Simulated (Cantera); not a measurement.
Feed: 1 mol PbO, 2.7 mol CO, a varied amount of H2, at 2550 K and 10000 Pa.

These are equilibrium values from Cantera (NASA tables, ideal gas, pure condensed phases), not measurements of a reactor. Candidate condensed phases: C, C6H6, C7H8, C8H18, H2O, Pb, PbO, PbO2, Pb3O4; 113 gas species. Gases not in the tables: (PbO)n polymers. Rates play no part.

Task: At 2 mol H2, list the 4 most abundant gas species with their mole fractions, and the condensed phases.

Result: CO 0.421, H2 0.196, Pb 0.169, H2O 0.121. Condensed: gas only.
